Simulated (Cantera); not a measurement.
## Stirred combustor or abatement burner

A perfectly stirred reactor is fed with CH₄ : H₂ : O₂ : N₂ = 1 : 0.063 : 1.19 : 4.49 (molar parts), at 9750 Torr; it is adiabatic with a 600 K inlet, and is followed from long to short residence time, starting on the burning branch (τ in s: 0.051, 0.021, 0.0088, 0.0037, 0.0015, 0.00063, 0.00026, 0.00011, 4.6e-05, 1.9e-05, 7.9e-06, 3.3e-06).

Cantera simulation using GRI-Mech 3.0 (53 species, 325 reactions); the numbers are that mechanism's predictions, not measurements. The pressure lies above the range GRI-Mech 3.0 was tuned for (to about 10 atm).

```csv
τ (s),T (K),x CH₄,x H₂,x O₂,x CH₂,x HCO,x CH₂O
0.051,1998,0.00303,0.109,9.08e-5,1.65e-7,7.74e-8,2.17e-6
0.021,2007,0.00456,0.102,0.000205,3.32e-7,8.38e-8,4.09e-6
0.0088,2016,0.00635,0.0940,0.000449,6.48e-7,9.67e-8,7.63e-6
0.0037,2023,0.00843,0.0851,0.000970,1.23e-6,1.25e-7,1.44e-5
0.0015,2025,0.0110,0.0760,0.00214,2.30e-6,1.92e-7,2.82e-5
0.00063,2012,0.0142,0.0678,0.00463,3.82e-6,3.39e-7,5.59e-5
0.00026,1965,0.0195,0.0596,0.0110,5.13e-6,7.02e-7,0.000128
0.00011,600,0.148,0.00934,0.176,<1e-12,<1e-12,<1e-12
4.6e-5,600,0.148,0.00934,0.176,<1e-12,<1e-12,<1e-12
1.9e-5,600,0.148,0.00934,0.176,<1e-12,<1e-12,<1e-12
7.9e-6,600,0.148,0.00934,0.176,<1e-12,<1e-12,<1e-12
3.3e-6,600,0.148,0.00934,0.176,<1e-12,<1e-12,<1e-12
```
x: mole fraction; the columns are a selection and need not sum to one.
